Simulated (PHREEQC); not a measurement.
# Leach liquor

Dissolve 110 mmol/kgw HCl, 1.7 mmol/kgw Al2(SO4)3 and 0.15 mmol/kgw MgSO4 at 25 °C. Closed to the air; pH follows from the charge balance.

Model: ion-association model, phreeqc.dat, run in PHREEQC.

Each row changes one thing in this solution. No solid was allowed to form.

| case | pH | ionic strength (mol/kgw) | HSO4- (mol/kgw) | SO4-2 (mol/kgw) | MgSO4 (mol/kgw) |
|---|---|---|---|---|---|
| as made | 1.06 | 0.125 | 0.00365 | 0.000961 | 4.24e-6 |
| temperature from 25 to 40 °C | 1.06 | 0.125 | 0.00392 | 0.000750 | 4.54e-6 |
| temperature from 25 to 75 °C | 1.07 | 0.125 | 0.00451 | 0.000369 | 4.04e-6 |
| temperature from 25 to 10 °C | 1.06 | 0.125 | 0.00339 | (withheld) | 3.65e-6 |
| Al2(SO4)3 replaced by H2SO4 at the same molality | 1.04 | 0.113 | 0.00149 | 0.000360 | 1.73e-6 |
| MgSO4 from 0.00015 to 0.000135 mol/kgw | 1.06 | 0.125 | 0.00364 | 0.000958 | 3.81e-6 |
| 0.063 mol/kgw KCl added | 1.07 | 0.189 | 0.00351 | (withheld) | 3.62e-6 |

Question: What belongs in the gaps?

Answer: 
- temperature from 25 to 10 °C, SO4-2 (mol/kgw): 0.00119
- 0.063 mol/kgw KCl added, SO4-2 (mol/kgw): 0.00106

Away from 25 °C the constants follow the database's enthalpies or fits; those with neither stay at their 25 °C values.
